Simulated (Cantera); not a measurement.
Stirred combustor or abatement burner

A perfectly stirred reactor is fed with 0.768 % CH₄, 0.998 % C₂H₆, 0.922 % C₃H₈, 20.5 % O₂, 76.8 % N₂, equivalence ratio 0.47, at 500000 Pa; it is adiabatic with a 325 K inlet, and is followed from long to short residence time, starting on the burning branch (τ in s: 0.058, 0.021, 0.0079, 0.0029, 0.0011, 0.0004, 0.00015, 5.5e-05, 2e-05).

Computed with Cantera and GRI-Mech 3.0 (53 species, 325 reactions). GRI-Mech 3.0 was tuned for natural gas; its chemistry of propane as a main component is partial and can be far from experiment.

| τ (s) | T (K) | x CH₄ | x C₂H₆ | x C₃H₈ | x OH | x H | x HO₂ | x NO |
|---|---|---|---|---|---|---|---|---|
| 0.058 | 1462 | 7.32e-6 | 2.19e-6 | 2.25e-6 | 0.000127 | 6.33e-7 | 5.98e-6 | 1.01e-6 |
| 0.021 | 1456 | 1.59e-5 | 4.87e-6 | 4.96e-6 | 0.000153 | 1.64e-6 | 1.28e-5 | 8.45e-7 |
| 0.0079 | 1440 | 3.87e-5 | 1.18e-5 | 1.18e-5 | 0.000160 | 3.98e-6 | 2.87e-5 | 5.11e-7 |
| 0.0029 | 325 | 0.00768 | 0.00998 | 0.00922 | <1e-12 | <1e-12 | <1e-12 | <1e-12 |
| 0.0011 | 325 | 0.00768 | 0.00998 | 0.00922 | <1e-12 | <1e-12 | <1e-12 | <1e-12 |
| 0.00040 | 325 | 0.00768 | 0.00998 | 0.00922 | <1e-12 | <1e-12 | <1e-12 | <1e-12 |
| 0.00015 | 325 | 0.00768 | 0.00998 | 0.00922 | <1e-12 | <1e-12 | <1e-12 | <1e-12 |
| 5.5e-5 | 325 | 0.00768 | 0.00998 | 0.00922 | <1e-12 | <1e-12 | <1e-12 | <1e-12 |
| 2.0e-5 | 325 | 0.00768 | 0.00998 | 0.00922 | <1e-12 | <1e-12 | <1e-12 | <1e-12 |
x: mole fraction; the columns are a selection and need not sum to one.
